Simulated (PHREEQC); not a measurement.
Solution (25 °C): 36 mmol/kgw Na2SeO4. Closed to the air; pH follows from the charge balance.

Equilibrium calculation in PHREEQC: ion-association model, wateq4f.dat.

```tsv
quantity	before	after
pH	7.09	7.02
HSeO4- (mol/kgw)	6.29e-8	8.40e-8
```

### Question
Name the change that produced these shifts.
A. temperature from 25 to 30 °C
B. temperature from 25 to 15 °C
C. temperature from 25 to 10 °C
D. diluted 5-fold with water

### Answer
A, temperature from 25 to 30 °C

No solid was allowed to form.
